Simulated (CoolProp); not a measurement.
Saturation properties of R113.

Model: reference Helmholtz-energy equation of state, Marx 1992, in CoolProp.

| T (K) | p (kPa) | enthalpy of vaporisation (kJ/kg) | liquid cp (kJ/(kg K)) | surface tension (mN/m) |
|---|---|---|---|---|
| 362.6 | 338.1 | ___ | 0.9904 | 10.3 |
| 373 | 435.1 | 125.5 | 1.005 | 9.20 |
| 383.3 | ___ | 121.1 | 1.022 | 8.18 |
| 393.6 | 687.2 | 116.4 | 1.041 | 7.19 |
| 404 | 849.4 | 111.3 | 1.063 | 6.21 |
| 414.3 | 1036 | 105.8 | 1.089 | 5.27 |
| 424.6 | ___ | 99.71 | ___ | 4.37 |
| 434.9 | 1500 | ___ | ___ | 3.49 |
| 445.3 | 1786 | 85.25 | 1.227 | ___ |
| 455.6 | 2107 | 76.34 | ___ | 1.87 |

Fill in the missing entries.


- 362.6, enthalpy of vaporisation (kJ/kg): 129.6
- 383.3, p (kPa): 550.4
- 424.6, p (kPa): 1252
- 424.6, liquid cp (kJ/(kg K)): 1.122
- 434.9, enthalpy of vaporisation (kJ/kg): 92.97
- 434.9, liquid cp (kJ/(kg K)): 1.165
- 445.3, surface tension (mN/m): 2.65
- 455.6, liquid cp (kJ/(kg K)): 1.325

It boils at 320.7 K under 1 atm.

Surface tension comes from a separate correlation (Mulero 2012).
